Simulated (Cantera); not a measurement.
Predominance diagram of Mg at 977 °C against the partial pressures of O₂ and F₂ (log10, bar). Standard-state values (1 bar) from the NASA 1993 polynomials, evaluated with Cantera. Candidates: Mg(l), MgF₂(s), MgO(s). Only these pure phases compete in this equilibrium. Not in the tables: oxide halides.

Question: Which phase is stable at these pairs, and which metal-bearing vapour leads over it? (-2.4, -2.5); (-9.5, -19.7); (-5.9, -17.2); (-2.4, -12.3); (-2.4, -32); (-8.3, -24.6); (-8.3, 0)

Answer: 
```json
[
 {"log p(O₂)": "-2.4", "log p(F₂)": "-2.5", "phase": "MgF₂(s)", "chief vapour": "MgF₂", "log p (bar)": "-6.9"},
 {"log p(O₂)": "-9.5", "log p(F₂)": "-19.7", "phase": "MgF₂(s)", "chief vapour": "MgF₂", "log p (bar)": "-6.9"},
 {"log p(O₂)": "-5.9", "log p(F₂)": "-17.2", "phase": "MgF₂(s)", "chief vapour": "MgF₂", "log p (bar)": "-6.9"},
 {"log p(O₂)": "-2.4", "log p(F₂)": "-12.3", "phase": "MgF₂(s)", "chief vapour": "MgF₂", "log p (bar)": "-6.9"},
 {"log p(O₂)": "-2.4", "log p(F₂)": "-32", "phase": "MgO(s)", "chief vapour": "MgO", "log p (bar)": "-18.0"},
 {"log p(O₂)": "-8.3", "log p(F₂)": "-24.6", "phase": "MgO(s)", "chief vapour": "MgF₂", "log p (bar)": "-8.8"},
 {"log p(O₂)": "-8.3", "log p(F₂)": "0", "phase": "MgF₂(s)", "chief vapour": "MgF₂", "log p (bar)": "-6.9"}
]
```
